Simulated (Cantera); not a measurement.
Feed: 1 mol BF3, 0.14 mol O2, 59 mol N2, at 1000 Pa.

Equilibrium computed with Cantera from the NASA thermochemical tables; the gas is ideal and each condensed phase is pure. Candidate condensed phases: B, BN, B2O3; 31 gas species. The tables' values for BF2 are old estimates; treat these amounts as uncertain. Kinetics and transport are ignored.

x: gas mole fraction; nothing condenses.

| T (K) | x N2 | x BF3 | x F | x O2 | x BOF |
|---|---|---|---|---|---|
| 998 | 0.981 | 0.0166 | 2.37e-9 | 0.00233 | 1.00e-9 |
| 1098 | 0.981 | 0.0166 | 2.98e-8 | 0.00232 | 1.39e-8 |
| 1198 | 0.981 | 0.0166 | 2.49e-7 | 0.00232 | 1.21e-7 |
| 1298 | 0.981 | 0.0166 | 1.51e-6 | 0.00230 | 7.44e-7 |
| 1398 | 0.981 | 0.0166 | (withheld) | 0.00228 | (withheld) |
| 1498 | 0.981 | 0.0166 | 2.72e-5 | 0.00225 | 1.35e-5 |
| 1598 | 0.981 | 0.0166 | 8.77e-5 | 0.00219 | 4.37e-5 |
| 1698 | 0.981 | 0.0165 | (withheld) | 0.00210 | (withheld) |
| 1798 | 0.980 | 0.0163 | 0.000608 | 0.00193 | 0.000303 |
| 1898 | 0.980 | 0.0159 | 0.00134 | 0.00165 | 0.000670 |
| 1998 | 0.979 | 0.0153 | 0.00265 | 0.00122 | 0.00132 |
| 2098 | 0.977 | 0.0143 | 0.00461 | 0.000678 | 0.00230 |

Question: Fill in the missing entries.

Answer: 
- 1398, x F: 7.11e-6
- 1398, x BOF: 3.52e-6
- 1698, x F: 0.000246
- 1698, x BOF: 0.000122
